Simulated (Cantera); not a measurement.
# Adiabatic ignition

An adiabatic, constant-volume homogeneous reactor starts with 5.56 % CO, 5.45 % H₂, 0.234 % CH₄, 18.7 % O₂, 70.1 % N₂, equivalence ratio 0.32, at 975 K and 1000000 Pa.

Model: GRI-Mech 3.0 (53 species, 325 reactions), integrated in Cantera. Below about 1000 K GRI-Mech 3.0 lacks low-temperature oxidation paths.

```csv
t (s),T (K),P (bar),x CO,x H₂,x CH₄,x CO₂,x C₂H₂,x CH₂O
3.00e-6,975,10.0,0.0556,0.0545,0.00234,2.18e-10,<1e-12,<1e-12
1.02e-5,975,10.0,0.0556,0.0545,0.00234,8.16e-10,<1e-12,<1e-12
3.45e-5,975,10.0,0.0556,0.0545,0.00234,3.36e-9,<1e-12,5.25e-12
0.000117,975,10.0,0.0556,0.0545,0.00234,1.81e-8,<1e-12,3.24e-11
0.000396,975,10.0,0.0556,0.0545,0.00234,1.47e-7,<1e-12,2.28e-10
0.00134,975,10.0,0.0556,0.0545,0.00234,1.90e-6,<1e-12,3.59e-9
0.00455,976,10.0,0.0556,0.0545,0.00234,4.84e-5,<1e-12,3.28e-7
0.0154,1014,10.4,0.0542,0.0523,0.00228,0.00152,1.81e-12,3.58e-5
0.0522,2087,20.2,9.91e-5,2.05e-5,<1e-12,0.0612,<1e-12,<1e-12
0.177,2079,20.2,9.37e-5,1.96e-5,<1e-12,0.0612,<1e-12,<1e-12
0.600,2070,20.1,8.86e-5,1.86e-5,<1e-12,0.0612,<1e-12,<1e-12
```
x: mole fraction; the columns are a selection and need not sum to one.

The time of steepest temperature rise comes out as 17.7 ms, the temperature at 0.600 s comes out as 2070 K and the equilibrium temperature is 2069 K. The x(CO) at 0.600 s comes out as 8.86e-5 (gas-phase equilibrium 8.80e-5) and the x(H₂) at 0.600 s is 1.86e-5 (gas-phase equilibrium 1.85e-5). The x(CH₄) at 0.600 s comes out as <1e-12 (gas-phase equilibrium <1e-12).
